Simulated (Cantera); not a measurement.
Charge: 1 mol Si₂Cl₆, 0.021 mol Cl₂, 360 mol H₂, equilibrated at 101000 Pa.

These are equilibrium values from Cantera (NASA tables, ideal gas, pure condensed phases), not measurements of a reactor. Candidate condensed phases: Si; 19 gas species. The feed counts by its element totals alone. The tables' values for SiCl₃ are old estimates; treat these amounts as uncertain. Gases not in the tables: Si₂H₆ and higher silanes. Kinetics and transport are ignored.

x: gas mole fraction; n: condensed amount in mol.

```json
[
 {"T (°C)": "700", "x H₂": "0.993", "x HCl": "0.00324", "x SiHCl₃": "0.00234", "x SiCl₄": "0.00136", "n Si(s)": "0.484", "n Si(l)": "0"},
 {"T (°C)": "800", "x H₂": "0.990", "x HCl": "0.00665", "x SiHCl₃": "0.00172", "x SiCl₄": "0.000940", "n Si(s)": "0.841", "n Si(l)": "0"},
 {"T (°C)": "900", "x H₂": "0.987", "x HCl": "0.0107", "x SiHCl₃": "0.000940", "x SiCl₄": "0.000438", "n Si(s)": "1.26", "n Si(l)": "0"},
 {"T (°C)": "1000", "x H₂": "0.985", "x HCl": "?", "x SiHCl₃": "?", "x SiCl₄": "?", "n Si(s)": "1.56", "n Si(l)": "0"},
 {"T (°C)": "1100", "x H₂": "0.984", "x HCl": "0.0147", "x SiHCl₃": "0.000102", "x SiCl₄": "2.40e-5", "n Si(s)": "1.68", "n Si(l)": "0"},
 {"T (°C)": "1200", "x H₂": "0.984", "x HCl": "0.0149", "x SiHCl₃": "?", "x SiCl₄": "?", "n Si(s)": "1.70", "n Si(l)": "0"},
 {"T (°C)": "1300", "x H₂": "0.984", "x HCl": "0.0150", "x SiHCl₃": "1.04e-5", "x SiCl₄": "1.19e-6", "n Si(s)": "1.70", "n Si(l)": "0"},
 {"T (°C)": "1400", "x H₂": "0.984", "x HCl": "0.0149", "x SiHCl₃": "3.94e-6", "x SiCl₄": "3.33e-7", "n Si(s)": "1.69", "n Si(l)": "0"},
 {"T (°C)": "1500", "x H₂": "0.984", "x HCl": "0.0151", "x SiHCl₃": "1.47e-6", "x SiCl₄": "9.65e-8", "n Si(s)": "0", "n Si(l)": "1.71"}
]
```

Question: Some entries are withheld; supply them.

Answer: 
- 1200, x SiHCl₃: 3.07e-5
- 1200, x SiCl₄: 4.96e-6
- 1000, x HCl: 0.0136
- 1000, x SiHCl₃: 0.000347
- 1000, x SiCl₄: 0.000120
